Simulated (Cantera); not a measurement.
Input: 1 mol BN, 2.6 mol HCl, a varied amount of Cl2, held at 2123 K and 3200 Pa.

Method: chemical equilibrium by Gibbs-energy minimisation in Cantera with the NASA 1993 tables (ideal gas, pure condensed phases). Candidate condensed phases: B, BN, NH4Cl; 21 gas species. The tables' values for BCl2, BCl are old estimates; treat these amounts as uncertain. Rates play no part.

x: gas mole fraction; nothing condenses.

```csv
n(Cl2) (mol),x Cl,x HCl,x BCl3,x N2,x Cl2,x BCl2
6,0.674,0.200,0.0740,0.0385,0.0110,0.00270
10,0.788,___,___,___,___,0.00145
15,0.849,0.0849,0.0317,0.0163,0.0174,0.000918
19,0.875,0.0676,0.0253,0.0130,0.0185,0.000710
23,0.892,___,___,___,0.0193,0.000579
28,0.907,0.0464,0.0173,0.00893,0.0199,0.000470
32,0.915,0.0407,0.0152,0.00783,0.0203,0.000409
36,0.922,0.0363,0.0136,0.00698,0.0206,0.000362
```

Problem. Fill in the missing entries.

Solution. 
- 23, x HCl: 0.0562
- 23, x BCl3: 0.0210
- 23, x N2: 0.0108
- 10, x HCl: 0.125
- 10, x BCl3: 0.0465
- 10, x N2: 0.0240
- 10, x Cl2: 0.0150
